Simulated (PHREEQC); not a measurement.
# Alkaline etch or developer: speciation

Consider water at 20 °C with 0.0084 mol NaOH and 8.2e-05 mol CO2 per kg of water. Closed to the air; pH follows from the charge balance.

Equilibrium calculation in PHREEQC: ion-association model, phreeqc.dat.

| Item | Result |
|---|---|
| pH | 12.04 |
| ionic strength | 0.00847 mol/kgw |
| specific conductance | 1710 µS/cm |
| total alkalinity | 8.40 meq/kg |

| species | molality | activity | log γ |
|---|---|---|---|
| Na+ | 0.00839 | 0.00764 | -0.041 |
| OH- | 0.00824 | 0.00748 | -0.042 |
| CO3-2 | 7.45e-5 | 5.15e-5 | -0.160 |
| NaCO3- | 6.24e-6 | 5.68e-6 | -0.041 |
| HCO3- | 1.23e-6 | 1.12e-6 | -0.040 |
| NaHCO3 | 4.95e-9 | 4.96e-9 | 0.001 |

This is a speciation only: nothing precipitates in the calculation. Species that the database lacks are ignored.
